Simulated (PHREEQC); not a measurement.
A made-up water analysis in mg/kgw, 25 °C, pH 8.29, pe 10.3:

```csv
constituent,mg/kgw
Na,11.2
K,1.09
Ca,10.1
Mg,0.506
Cl,7.35
S(6) as SO4,3.81
Alkalinity as HCO3,46
N(5) as NO3,0.683
Zn,0.0156
Pb,0.0538
Sr,1.04
```

Valence states are taken as typed.

Computed with PHREEQC (ion-association model, phreeqc.dat).

Precipitation was switched off in this run.

Problem. Estimate the specific conductance, charge-balance error.

Solution. specific conductance 111 µS/cm; charge-balance error 1.6 %.

Problem. In which forms is Zn present?

Solution. ZnCO3 37 %, Zn+2 34 %, Zn(OH)2 14 %, ZnOH+ 6.4 %, Zn(CO3)2-2 6.0 %, ZnHCO3+ 2.6 % of the Zn.

Complexes and solids missing from the database can't appear. The database's zinc carbonate complexes are estimates, stronger than later reviews accept.
